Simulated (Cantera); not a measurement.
Input: 1 mol FeS, 0.12 mol SO3, 0.68 mol H2O, equilibrated at 823 K and 1430 Torr.

These are equilibrium values from Cantera (NASA tables, ideal gas, pure condensed phases), not measurements of a reactor. Candidate condensed phases: Fe, FeO, Fe(OH)2, Fe(OH)3, FeS, FeSO4, FeS2, Fe2O3, Fe2(SO4)3, Fe3O4, H2O, H2SO4, S; 22 gas species. FeS: taken at fixed stoichiometry. Gases not in the tables: S3 to S7. Equilibrium is a limit: real reactors are often held back by kinetics, nucleation or transport.

Base state: H2O 0.977, H2S 0.0141, SO2 0.00827, H2 0.000566, S2 0.000171, S2O 1.03e-5 (mole fractions); condensed: FeS(s) + FeS2(s) + Fe3O4(s).

Question: What changes in the equilibrium state with this change: pressure from 1430 Torr to 2250 Torr?

Answer: 
```tsv
species	before	after
H2O	0.977	0.980
H2S	0.0141	0.0141
SO2	0.00827	0.00524
S2	0.000171	0.000108
S2O	1.03e-5	6.53e-6
H2	0.000566	0.000568
FeS(s), mol	0.358	0.349
FeS2(s), mol	0.373	0.379
Fe3O4(s), mol	0.0897	0.0907
```

Question: What changes in the equilibrium state with this change: temperature from 823 K to 1323 K?

Answer: 
| species | before | after |
|---|---|---|
| H2O | 0.977 | 0.775 |
| SO2 | 0.00827 | 0.172 |
| H2S | 0.0141 | 0.0217 |
| S2 | 0.000171 | 0.0169 |
| H2 | 0.000566 | 0.0126 |
| SO | 2.51e-8 | 0.000298 |
| SH | 3.70e-8 | 0.000107 |
| S2O | 1.03e-5 | 0.00119 |
| FeS(s), mol | 0.358 | 0.926 |
| FeS2(s), mol | 0.373 | 0 |
| Fe3O4(s), mol | 0.0897 | 0.0246 |
Mutual solubility and eutectic melting of coexisting phases are not modelled.

Question: What changes in the equilibrium state with this change: temperature from 823 K to 1250 K?

Answer: 
```tsv
species	before	after
H2O	0.977	0.781
SO2	0.00827	0.174
H2S	0.0141	0.0211
S2	0.000171	0.0138
SO	2.51e-8	0.000150
SH	3.70e-8	5.30e-5
S2O	1.03e-5	0.00105
H2	0.000566	0.00837
FeS(s), mol	0.358	0.931
FeS2(s), mol	0.373	0
Fe3O4(s), mol	0.0897	0.0229
```
Mutual solubility and eutectic melting of coexisting phases are not modelled.
